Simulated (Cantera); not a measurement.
What does this Cantera script print?

```python
import numpy as np
import cantera as ct

gas_names = """
    H HNO HNO2 HNO3 HO2 H2 H2O H2O2 N NH NH2 NH3 NH2OH NO NO2 NO3 N2 N2H2 N2H4 N2O O OH O2 O3
""".split()
cond_names = """
    H2O(s) H2O(L)
""".split()


# ... load() reads the species with a 1 bar reference pressure and builds the phases ...
atoms = {
    'N2O': {'N': 2, 'O': 1},
    'H2': {'H': 2},
}
top_T = {}  # K; cautious upper limits of use, not melting points


# ... equilibrate(T, P, feed) seeds the gas with the atoms and calls Mixture.equilibrate('TP', solver="vcs", rtol=1e-11, max_steps=5000) ...
results = []
feed = {'N2O': 1, 'H2': 7.8}  # mol
T = 1648  # K
P = 980000  # Pa
mix = equilibrate(T, P, feed)
results.append((T, P, feed, dict(zip(mix.species_names, mix.species_moles))))
print(gas.report(threshold=0.001))
for i in range(1, mix.n_phases):
    print(f"{mix.phase(i).name:16s} {mix.phase_moles(i):12.5e} mol")
```

Output:

```
       temperature   1648 K
          pressure   9.8e+05 Pa
           density   0.48555 kg/m^3
  mean mol. weight   6.7889 kg/kmol
   phase of matter   gas

                          1 kg             1 kmol
                     ---------------   ---------------
          enthalpy        2.2935e+06         1.557e+07  J
   internal energy        2.7517e+05        1.8681e+06  J
           entropy             27143        1.8427e+05  J/K
    Gibbs function       -4.2439e+07       -2.8811e+08  J
 heat capacity c_p            5155.2             34998  J/K
 heat capacity c_v            3930.4             26683  J/K

                      mass frac. Y      mole frac. X     chem. pot. / RT
                     ---------------   ---------------   ---------------
                H2           0.22944           0.77264           -16.857
               H2O           0.30157           0.11365           -44.195
                N2           0.46876            0.1136           -26.199
     [  +21 minor]        0.00023641        0.00011776
```

These are equilibrium values from Cantera (NASA tables, ideal gas, pure condensed phases), not measurements of a reactor.
